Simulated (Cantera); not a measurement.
**Equilibrium for fluorocarbon and chlorocarbon gases: CH₂F₂ + CH₄ + H₂**

A closed system holds: 1 mol CH₂F₂, 0.01 mol CH₄, 0.54 mol H₂, equilibrated at 0.0180 Torr.

These are equilibrium values from Cantera (NASA tables, ideal gas, pure condensed phases), not measurements of a reactor. Candidate condensed phases: C, C₆H₆, C₇H₈, C₈H₁₈; 95 gas species. Equilibrium is a limit: real reactors are often held back by kinetics, nucleation or transport.

From 1673 K to 2323 K the condensed part is C(graphite). The main C-bearing gas is C₂H₂ (acetylene) at 1673 K and C₃ at 2323 K.

| T (K) | x HF | x H | x H₂ | x F | x C₃ | x C | x CF | x C₂H₂ (acetylene) | n C(graphite) |
|---|---|---|---|---|---|---|---|---|---|
| 1673 | 0.777 | 0.0107 | 0.212 | 3.30e-6 | 7.28e-11 | 2.76e-10 | 2.18e-9 | 1.21e-5 | 1.01 |
| 1723 | 0.775 | 0.0170 | 0.208 | 7.04e-6 | 4.07e-10 | 1.24e-9 | 6.60e-9 | 1.89e-5 | 1.01 |
| 1773 | 0.771 | 0.0261 | 0.203 | 1.45e-5 | 2.06e-9 | 5.08e-9 | 1.88e-8 | 2.84e-5 | 1.01 |
| 1823 | 0.766 | 0.0390 | 0.195 | 2.87e-5 | 9.55e-9 | 1.93e-8 | 5.08e-8 | 4.12e-5 | 1.01 |
| 1873 | 0.759 | 0.0566 | 0.184 | 5.52e-5 | 4.07e-8 | 6.82e-8 | 1.31e-7 | 5.75e-5 | 1.01 |
| 1923 | 0.750 | 0.0794 | 0.170 | 0.000104 | 1.60e-7 | 2.26e-7 | 3.24e-7 | 7.69e-5 | 1.01 |
| 1973 | 0.739 | 0.108 | 0.153 | 0.000191 | 5.88e-7 | 7.03e-7 | 7.76e-7 | 9.81e-5 | 1.01 |
| 2023 | 0.726 | 0.141 | 0.133 | 0.000348 | 2.02e-6 | 2.07e-6 | 1.81e-6 | 0.000119 | 1.01 |
| 2073 | 0.711 | 0.178 | 0.110 | 0.000629 | 6.54e-6 | 5.78e-6 | 4.13e-6 | 0.000135 | 1.01 |
| 2123 | 0.695 | 0.216 | 0.0872 | 0.00113 | 2.00e-5 | 1.54e-5 | 9.31e-6 | 0.000144 | 1.01 |
| 2173 | 0.680 | 0.252 | 0.0656 | 0.00205 | 5.79e-5 | 3.91e-5 | 2.08e-5 | 0.000145 | 1.01 |
| 2223 | 0.665 | 0.284 | 0.0471 | 0.00372 | 0.000160 | 9.54e-5 | 4.63e-5 | 0.000137 | 1.01 |
| 2273 | 0.650 | 0.309 | 0.0326 | 0.00674 | 0.000420 | 0.000224 | 0.000102 | 0.000123 | 1.00 |
| 2323 | 0.634 | 0.330 | 0.0220 | 0.0121 | 0.00106 | 0.000505 | 0.000219 | 0.000107 | 0.996 |
x: gas mole fraction; n: condensed amount in mol.
